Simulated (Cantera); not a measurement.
Charge: 1 mol Si2H6, 0.36 mol CO2, 2.6 mol H2, at 600 K and 13.3 mbar.

These are equilibrium values from Cantera (NASA tables, ideal gas, pure condensed phases), not measurements of a reactor. Candidate condensed phases: C, C6H6, C7H8, C8H18, H2O, Si, SiC, SiO2; 123 gas species. The feed counts by its element totals alone. The numbers say what is thermodynamically allowed, not how fast it happens.

What is the equilibrium state?


| Quantity | Result |
|---|---|
| x(H2) | 1.000 |
| x(CH4) | 1.39e-6 |
| n(Si(s)) | 1.28 mol |
| n(SiC(s)) | 0.360 mol |
| n(SiO2(α-quartz)) | 0.360 mol |
| gas amount | 5.600 mol |
| log10 activity of C(graphite) (absent) | -5.96 |
